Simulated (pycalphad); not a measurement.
# Effect of V content in Ti-V-Si

Source of the numbers: pycalphad with the COST 507 light-alloy database (1999); pressure 1 atm. The data set is of 1999 and partly superseded. Not assessed as a whole: an extrapolation from subsystems, which can miss ternary compounds. Amounts are mole fractions of atoms.

**Question.** One of these alloys has its liquidus at 1452 °C, its solidus at 1339 °C, and holds BCC_A2 0.66, SITI3 0.34 at 977 °C. Which?
(A) Ti-7.029V-6.069Si (wt.%)
(B) Ti-5.277V-6.075Si (wt.%)
(C) Ti-1.763V-6.088Si (wt.%)
(D) Ti-0.4438V-6.093Si (wt.%)

**Answer.** D, Ti-0.4438V-6.093Si (wt.%). The others: Ti-1.763V-6.088Si (wt.%), liquidus 1443, solidus 1338; Ti-5.277V-6.075Si (wt.%), liquidus 1422, solidus 1336; Ti-7.029V-6.069Si (wt.%), liquidus 1415, solidus 1336

Database names, with the compositions (at.%) that they take in these runs: SITI3: Ti 75 Si 25. BCC_A2 is bcc.
